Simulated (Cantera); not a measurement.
Mixture: 15.9 % CH4, 17.6 % O2, 66.5 % N2, equivalence ratio 1.8, at 1.00 bar, adiabatic and at constant volume. Ignition delay is the time to a rise of 400 K.

Computed with Cantera and GRI-Mech 3.0 (53 species, 325 reactions).

Question: At T0 = 1575 K, what is the delay, and which 8 reactions control it most (d ln τ / d ln k, from doubling and halving each rate constant)?

Answer: The delay is 0.662 ms.
```csv
reaction,d ln τ / d ln k,faster rate
CH3 + O2 <=> CH3O + O,-0.41,shortens it
H + O2 <=> O + OH,-0.28,shortens it
2 CH3 (+M) <=> C2H6 (+M),0.26,lengthens it
CH4 + H <=> CH3 + H2,0.22,lengthens it
CH3 + O2 <=> CH2O + OH,-0.17,shortens it
2 CH3 <=> C2H5 + H,-0.13,shortens it
CH3O + O2 <=> CH2O + HO2,-0.11,shortens it
CH3 + HO2 <=> CH3O + OH,-0.11,shortens it
```
